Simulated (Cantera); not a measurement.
Cantera run:

```python
import numpy as np
import cantera as ct

gas_names = """
    C CH CH2 CH3 CH2OH CH3O CH4 CH3OH CO CO2 COOH C2 C2H CHCO,ketyl C2H2,acetylene C2H2,vinylidene
    CH2CO,ketene C2H3,vinyl CH3CO,acetyl C2H4 C2H4O,ethylen CH3CHO,ethanal CH3COOH (HCOOH)2 C2H5 C2H6
    CH3OCH3 C2H5OH C2O C3 C3H3,propargyl C3H4,allene C3H4,propyne C3H4,cyclo- C3H5,allyl C3H6,propylene
    C3H6,cyclo- C3H6O C3H7,n-propyl C3H7,i-propyl C3H8 C3H8O,1propanol C3H8O,2propanol C3O2 C4 C4H2
    C4H4,1,3-cyclo- C4H6,butadiene C4H6,2-butyne C4H6,cyclo- C4H8,1-butene C4H8,cis2-buten
    C4H8,tr2-butene C4H8,isobutene C4H8,cyclo- (CH3COOH)2 C4H9,n-butyl C4H9,i-butyl C4H9,s-butyl
    C4H9,t-butyl C4H10,isobutane C4H10,n-butane C5 C5H6,1,3cyclo- C5H8,cyclo- C5H10,1-pentene
    C5H10,cyclo- C5H11,pentyl C5H11,t-pentyl C5H12,n-pentane C5H12,i-pentane CH3C(CH3)2CH3 C6H2
    C6H5,phenyl C6H5O,phenoxy C6H6 C6H5OH,phenol C6H10,cyclo- C6H12,1-hexene C6H12,cyclo- C6H13,n-hexyl
    C7H7,benzyl C7H8 C7H8O,cresol C7H14,1-heptene C7H15,n-heptyl C7H16,n-heptane C8H8,styrene
    C8H10,ethylbenz C8H16,1-octene C8H17,n-octyl C8H18,isooctane C8H18,n-octane C9H19,n-nonyl
    C10H8,naphthale C10H21,n-decyl C12H9,o-bipheny C12H10,bipheny H HCO HO2 H2 HCHO,formaldehy HCOOH H2O
    H2O2 O OH O2 O3 Si SiC SiC2 SiC4H12 SiH SiH2 SiH3 SiH4 SiO SiO2 Si2 Si2C Si3
""".split()
cond_names = """
    C(gr) C6H6(L) C7H8(L) C8H18(L),n-octa H2O(s) H2O(L) Si(cr) Si(L) SiC(b) SiO2(Lqz) SiO2(hqz) SiO2(L)
""".split()


def load(file, names, dense=False):
    # The tables refer to 1 bar. Condensed volumes are neglected.
    table = {s.name: s for s in ct.Species.list_from_file(file)}
    out = []
    for n in names:
        d = dict(table[n].input_data)
        d["thermo"] = dict(d["thermo"], **{"reference-pressure": 1e5})
        if dense:
            d["equation-of-state"] = {"model": "constant-volume", "density": "1e6 g/cm^3"}
        out.append(ct.Species.from_dict(d))
    return out


gas = ct.Solution(thermo="ideal-gas", species=load("nasa_gas.yaml", gas_names))
cond = {s.name: ct.Solution(thermo="fixed-stoichiometry", species=[s], name=s.name)
        for s in load("nasa_condensed.yaml", cond_names, dense=True)}
atoms = {
    'Si': {'Si': 1},
    'CO': {'C': 1, 'O': 1},
    'H2': {'H': 2},
}
top_T = {'C(gr)': 4500, 'SiC(b)': 3050}  # K; cautious upper limits of use, not melting points


def equilibrate(T, P, feed):
    n = {}
    for name, mol in feed.items():
        for a, k in atoms[name].items():
            n[a] = n.get(a, 0.0) + k * mol
    gas.TPX = T, P, n
    mass = sum(n.values()) * gas.mean_molecular_weight
    gas.equilibrate("TP")
    valid = [c for c in cond.values() if c.min_temp <= T <= top_T.get(c.name, c.max_temp)]
    mix = ct.Mixture([(gas, mass / gas.mean_molecular_weight)] + [(c, 0.0) for c in valid])
    mix.T, mix.P = T, P
    mix.equilibrate("TP", solver="vcs", rtol=1e-11, max_steps=5000)
    return mix


results = []
feed = {'Si': 1, 'CO': 2.7, 'H2': 8.9}  # mol
T = 1125  # K
for P in [10, 82, 670, 5500, 45000, 370000, 3000000]:
    mix = equilibrate(T, P, feed)
    results.append((T, P, feed, dict(zip(mix.species_names, mix.species_moles))))

top = {s: max(r[3][s] / sum(r[3][g] for g in gas_names) for r in results) for s in gas_names}
cols = sorted((s for s in top if top[s] > 1e-06), key=lambda s: -top[s])[:8]
seen = [c for c in cond_names if any(r[3].get(c, 0) > 1e-12 for r in results)]
print("log10 of partial pressures in bar; condensed amounts in mol")
print(f"{'P/Pa':>10s}" + "".join(f"{s[:9]:>10s}" for s in cols + seen))
for T, P, feed, n in results:
    ng = sum(n[g] for g in gas_names)
    print(f"{P:10.4g}" + "".join(f"{np.log10(max(n[s] / ng * P / 1e5, 1e-99)):10.3f}" for s in cols)
          + "".join(f"{n.get(c, 0):10.4g}" for c in seen))
```

Output:

```
log10 of partial pressures in bar; condensed amounts in mol
      P/Pa        H2       CH4        CO       H2O       CO2      C2H6       SiO      C2H4     C(gr) SiO2(hqz)
        10    -4.033    -9.606    -5.137   -10.362   -11.507   -18.506    -8.770   -14.075         2    0.9998
        82    -3.119    -7.778    -4.223    -8.534    -9.680   -15.764    -9.684   -12.248         2         1
       670    -2.207    -5.954    -3.311    -6.710    -7.856   -13.028   -10.596   -10.423     1.999         1
      5500    -1.293    -4.126    -2.398    -4.883    -6.029   -10.287   -11.509    -8.596     1.989         1
   4.5e+04    -0.385    -2.310    -1.491    -3.068    -4.216    -7.562   -12.416    -6.780     1.916         1
   3.7e+05     0.495    -0.550    -0.621    -1.318    -2.475    -4.922   -13.286    -5.019     1.451         1
     3e+06     1.253     0.965     0.112     0.173    -1.010    -2.649   -14.019    -3.505    0.2007         1
```

Method: chemical equilibrium by Gibbs-energy minimisation in Cantera with the NASA 1993 tables (ideal gas, pure condensed phases).
